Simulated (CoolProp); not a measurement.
The fluid at 298.15 K and 2.62 MPa (gas) is heated at constant pressure to 317.6 K. The same conditions are run with several fluids, on thermodynamics alone (safety and materials aside).

Values from CoolProp's reference Helmholtz-energy equation of state of each fluid (hydrogen chloride: Thol 2018; nitrogen: Span 2000; methane: Setzmann 1991; dry air: Lemmon 2000; nitrous oxide: Lemmon 2006). Blends and air are pseudo-pure fits.

Rank hydrogen chloride, nitrogen, methane, dry air, nitrous oxide by heat (kJ/kg), highest first.

methane (46.7), hydrogen chloride (22.6), nitrous oxide (21.7), nitrogen (21.0), dry air (20.3)

```tsv
fluid	final density (kg/m³)
hydrogen chloride	41.9
nitrogen	27.8
methane	16.5
dry air	28.8
nitrous oxide	49.9
```
